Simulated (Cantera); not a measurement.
Input: 1 mol B, 4.1 mol NH₃, 75 mol H₂, equilibrated at 2398.15 K and 4.28 Torr.

Equilibrium computed with Cantera from the NASA thermochemical tables; the gas is ideal and each condensed phase is pure. Candidate condensed phases: B, BN; 15 gas species. The tables' values for BH₂ are old estimates; treat these amounts as uncertain. Rates play no part.

### Question
What is the equilibrium state?

### Answer
```
Property        Value
----------  ---------
x(H₂)           0.785
x(H)            0.185
x(N₂)          0.0222
x(B)          0.00549
x(BH₂)        0.00232
x(BH)        0.000248
x(BN)         2.83e-5
x(BH₃)        4.17e-6
n(B(l))     0.254 mol
gas amount  92.25 mol
```
